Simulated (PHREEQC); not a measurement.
Consider water at 25 °C with 0.0014 mol HCl and 0.0007 mol FeSO4 per kg of water. Closed to the air; pH follows from the charge balance.

All values are PHREEQC results (ion-association model, phreeqc.dat), not measurements.

Each row changes one thing in this solution. Precipitation was switched off in this run.

| case | pH | ionic strength (mol/kgw) | SO4-2 (mol/kgw) | HSO4- (mol/kgw) |
|---|---|---|---|---|
| as made | 2.90 | 0.00391 | 0.000598 | 6.00e-5 |
| 0.0012 mol/kgw NaOH added | 3.75 | 0.00400 | 0.000644 | 9.17e-6 |
| HCl from 0.0014 to 0.007 mol/kgw | 2.21 | 0.00927 | 0.000464 | 0.000209 |
| 0.00012 mol/kgw KOH added | 2.94 | 0.00392 | 0.000603 | 5.52e-5 |
| FeSO4 replaced by CaSO4 at the same molality | 2.90 | 0.00391 | 0.000598 | 6.00e-5 |
